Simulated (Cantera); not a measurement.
An isothermal, constant-pressure homogeneous reactor starts with C2H6 : N2 = 1 : 30 (molar parts), at 1573 K and 1.58 atm. Integrator tolerance rtol = 1e-08.

Cantera simulation using GRI-Mech 3.0 (53 species, 325 reactions); the numbers are that mechanism's predictions, not measurements. GRI-Mech 3.0 stops at C3 and has no aromatics, soot or wall deposition, so with more carbon than oxygen in the feed, carbon stays in small species such as C2H2 where larger ones or solid carbon would form.

**Question.** What does this change do: temperature 1573 to 1373 K?

**Answer.** 
| quantity | before | after |
|---|---|---|
| x(C2H6) at 300 s | 1.80e-7 (gas-phase equilibrium 5.05e-8) | 3.60e-6 (gas-phase equilibrium 1.50e-6) |
| x(CH4) at 300 s | 0.00153 (gas-phase equilibrium 0.000820) | 0.00914 (gas-phase equilibrium 0.00624) |
| x(HCN) at 300 s | 4.43e-6 (gas-phase equilibrium 0.0439) | 1.62e-8 (gas-phase equilibrium 0.0372) |
| x(C2H4) at 300 s | 0.000381 (gas-phase equilibrium 0.000105) | 0.00198 (gas-phase equilibrium 0.000741) |
| x(H2) at 300 s | 0.0580 (gas-phase equilibrium 0.0593) | 0.0456 (gas-phase equilibrium 0.0509) |
